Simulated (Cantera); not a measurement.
A closed system holds: 1 mol Si, 0.0091 mol H₂O, 190 mol N₂, equilibrated at 1 atm.

Method: chemical equilibrium by Gibbs-energy minimisation in Cantera with the NASA 1993 tables (ideal gas, pure condensed phases). Candidate condensed phases: H₂O, Si, SiO₂, Si₂N₂O, Si₃N₄; 35 gas species. N₂ is the only nitrogen source here; it is nearly inert below about 1500 K, so the nitride shown seldom forms there in practice. Mutual solubility and eutectic melting of coexisting phases are not modelled. Kinetics and transport are ignored.

Problem. Which condensed phases are stable at each of these points (T (°C)): 1177, 1277, 1377, 1477, 1577, 1677, 1777?

Solution. 
```
T (°C)      condensed phases  Si condensed (%)
------  --------------------  ----------------
1177    Si₂N₂O(s) + Si₃N₄(s)             100.0
1277    Si₂N₂O(s) + Si₃N₄(s)             100.0
1377    Si₂N₂O(s) + Si₃N₄(s)             100.0
1477    Si₂N₂O(s) + Si₃N₄(s)              99.6
1577                Si₃N₄(s)              99.1
1677                Si₃N₄(s)              99.0
1777                Si₃N₄(s)              98.1
```

From 1177 °C to 1477 °C the condensed part is Si₂N₂O(s) + Si₃N₄(s). From 1577 °C to 1777 °C the condensed part is Si₃N₄(s).
